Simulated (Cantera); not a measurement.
Input: 1 mol Si, 0.0038 mol O₂, 730 mol H₂, 0.16 mol H₂O, held at 0.0113 Torr.

Cantera equilibrium calculation (NASA polynomials, part measured and part estimated; ideal gas, pure solids and liquids). Candidate condensed phases: H₂O, Si, SiO₂; 18 gas species. The numbers say what is thermodynamically allowed, not how fast it happens.

x: gas mole fraction; n: condensed amount in mol.

```tsv
T (K)	x H₂	x H	x Si	x SiO	x SiH	n Si(s)	n SiO₂(β-quartz)
975	1.000	2.95e-7	2.97e-12	?	1.01e-12	0.912	0.0795
1075	1.000	3.79e-6	5.05e-10	0.000229	7.17e-11	0.832	0
1175	1.000	3.16e-5	3.57e-8	0.000229	2.44e-9	0.832	0
1275	1.000	0.000190	1.29e-6	0.000229	4.75e-8	0.831	0
1375	0.999	0.000884	2.74e-5	0.000229	5.96e-7	0.812	0
1475	0.996	0.00334	0.000383	0.000229	5.28e-6	0.546	0
1575	0.988	0.0107	0.00112	0.000228	1.03e-5	0	0
1675	0.969	0.0295	0.00111	0.000226	7.13e-6	0	0
1775	0.927	0.0719	0.00109	0.000221	5.00e-6	0	0
1875	0.843	0.155	0.00105	0.000211	3.45e-6	0	0
1975	0.703	0.296	0.000968	?	2.26e-6	0	0
2075	0.509	0.490	0.000858	?	1.36e-6	0	0
2175	0.304	0.695	0.000742	?	7.37e-7	0	0
```

Q: Fill in the missing entries.

A: 
- 975, x SiO: 1.19e-5
- 1975, x SiO: 0.000195
- 2075, x SiO: 0.000173
- 2175, x SiO: 0.000150
